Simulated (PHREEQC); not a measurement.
Solution (25 °C): 0.011 mol MnSO4, 0.011 mol MgSO4, 0.0014 mol NaHCO3 and 0.031 mol Na2SO4 per kg of water. Closed to the air; pH follows from the charge balance.

Equilibrium calculation in PHREEQC: ion-association model, phreeqc.dat.

```csv
quantity,before,after
pH,7.21,7.50
ionic strength (mol/kgw),0.131,0.0157
Na+ (mol/kgw),0.0595,0.00625
SO4-2 (mol/kgw),0.0384,0.00463
Mn+2 (mol/kgw),0.00584,0.000828
MnSO4 (mol/kgw),0.00488,0.000260
SI of Rhodochrosite (MnCO3),+2.22,+1.03
```

Task: Name the change that produced these shifts.
(A) MgSO4 from 0.011 to 0.0055 mol/kgw
(B) diluted 5-fold with water
(C) diluted 10-fold with water
(D) Na2SO4 from 0.031 to 0.0341 mol/kgw
(E) MgSO4 replaced by MgCl2 at the same molality

Result: C, diluted 10-fold with water

This is a speciation only: nothing precipitates in the calculation. Some of these states are supersaturated (in Rhodochrosite, for instance).
